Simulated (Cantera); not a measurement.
An adiabatic, constant-volume homogeneous reactor starts with 3.00 % CH₄, 18.2 % O₂, 68.3 % N₂, 10.5 % H₂O, equivalence ratio 0.33, at 1323 K and 21000 Pa.

Computed with Cantera and GRI-Mech 3.0 (53 species, 325 reactions).

Problem. Predict: time of steepest temperature rise; temperature at 6.00 s; equilibrium temperature; x(O₂) at 6.00 s; x(H₂O) at 6.00 s; x(CO) at 6.00 s.

Solution. 
- time of steepest temperature rise: 20.6 ms
- temperature at 6.00 s: 2068 K
- equilibrium temperature: 2068 K
- x(O₂) at 6.00 s: 0.117 (gas-phase equilibrium 0.117)
- x(H₂O) at 6.00 s: 0.162 (gas-phase equilibrium 0.162)
- x(CO) at 6.00 s: 0.000348 (gas-phase equilibrium 0.000346)
